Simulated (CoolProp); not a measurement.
A simple Rankine cycle with vinyl chloride: condensing at 329.15 K, boiler at 3.5 MPa, turbine inlet 411.4 K, turbine efficiency 0.8, pump efficiency 0.7, no recuperator. Each further row changes one setting.

Model: reference Helmholtz-energy equation of state, Thol 2022, in CoolProp.

```csv
case,thermal efficiency (%),net work (kJ/kg),heat in (kJ/kg),turbine exit temperature (K),volume ratio over the turbine
as stated,___,36.7,332,332.8,3.88
condensing temperature 321.15 K,12.3,42.3,___,___,4.68
boiler pressure 2.45 MPa,8.9,31.8,356,359.2,___
turbine efficiency 0.7,9.5,___,332,___,3.97
```

Complete the blanks.


- as stated, thermal efficiency (%): 11.0
- condensing temperature 321.15 K, heat in (kJ/kg): 345
- condensing temperature 321.15 K, turbine exit temperature (K): 323.6
- boiler pressure 2.45 MPa, volume ratio over the turbine: 2.61
- turbine efficiency 0.7, net work (kJ/kg): 31.5
- turbine efficiency 0.7, turbine exit temperature (K): 337.5
